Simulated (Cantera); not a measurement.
# Ammonia decomposition in nitride growth gas

An isothermal, constant-pressure homogeneous reactor starts with 54.9 % NH3, 45.1 % H2, at 2025 K and 60.0 Torr.

Computed with Cantera and the gas-phase N/H chemistry of the illustrative SiF4/NH3 mechanism in the Surface Chemkin manual (1991). Walls and surfaces, which speed up NH3 decomposition in real reactors, are not modelled.

```json
[
 {"t (s)": "9.00e-6", "x NH3": "0.549", "x H2": "0.451", "x H": "2.67e-6", "x NH": "6.46e-10", "x NH2": "8.36e-6", "x N2H4": "1.73e-12"},
 {"t (s)": "2.63e-5", "x NH3": "0.549", "x H2": "0.451", "x H": "7.30e-6", "x NH": "8.95e-9", "x NH2": "2.49e-5", "x N2H4": "1.76e-11"},
 {"t (s)": "7.69e-5", "x NH3": "0.549", "x H2": "0.451", "x H": "2.08e-5", "x NH": "9.48e-8", "x NH2": "7.33e-5", "x N2H4": "1.59e-10"},
 {"t (s)": "0.000225", "x NH3": "0.549", "x H2": "0.451", "x H": "5.99e-5", "x NH": "8.50e-7", "x NH2": "0.000213", "x N2H4": "1.37e-9"},
 {"t (s)": "0.000658", "x NH3": "0.549", "x H2": "0.451", "x H": "0.000164", "x NH": "6.27e-6", "x NH2": "0.000583", "x N2H4": "1.03e-8"},
 {"t (s)": "0.00192", "x NH3": "0.546", "x H2": "0.452", "x H": "0.000279", "x NH": "1.73e-5", "x NH2": "0.000984", "x N2H4": "2.93e-8"},
 {"t (s)": "0.00562", "x NH3": "0.538", "x H2": "0.458", "x H": "0.000290", "x NH": "1.80e-5", "x NH2": "0.000999", "x N2H4": "3.02e-8"},
 {"t (s)": "0.0164", "x NH3": "0.515", "x H2": "0.473", "x H": "0.000305", "x NH": "1.79e-5", "x NH2": "0.000970", "x N2H4": "2.85e-8"},
 {"t (s)": "0.0480", "x NH3": "0.455", "x H2": "0.514", "x H": "0.000345", "x NH": "1.74e-5", "x NH2": "0.000893", "x N2H4": "2.41e-8"},
 {"t (s)": "0.140", "x NH3": "0.325", "x H2": "0.602", "x H": "0.000451", "x NH": "1.60e-5", "x NH2": "0.000713", "x N2H4": "1.54e-8"},
 {"t (s)": "0.411", "x NH3": "0.139", "x H2": "0.728", "x H": "0.000722", "x NH": "1.25e-5", "x NH2": "0.000404", "x N2H4": "4.95e-9"},
 {"t (s)": "1.20", "x NH3": "0.0164", "x H2": "0.810", "x H": "0.00167", "x NH": "6.52e-6", "x NH2": "9.91e-5", "x N2H4": "2.97e-10"},
 {"t (s)": "3.51", "x NH3": "6.16e-5", "x H2": "0.817", "x H": "0.00617", "x NH": "3.32e-7", "x NH2": "1.37e-6", "x N2H4": "<1e-12"},
 {"t (s)": "10.3", "x NH3": "9.84e-6", "x H2": "0.817", "x H": "0.00619", "x NH": "5.34e-8", "x NH2": "2.19e-7", "x N2H4": "<1e-12"},
 {"t (s)": "30.0", "x NH3": "2.87e-6", "x H2": "0.817", "x H": "0.00619", "x NH": "1.56e-8", "x NH2": "6.38e-8", "x N2H4": "<1e-12"}
]
```
x: mole fraction; the columns are a selection and need not sum to one.

Equilibrium at this temperature and pressure: NH3 4.78e-7, H2 0.817, H 0.00619, NH 2.59e-9, NH2 1.06e-8, N2H4 <1e-12 (gas phase only).
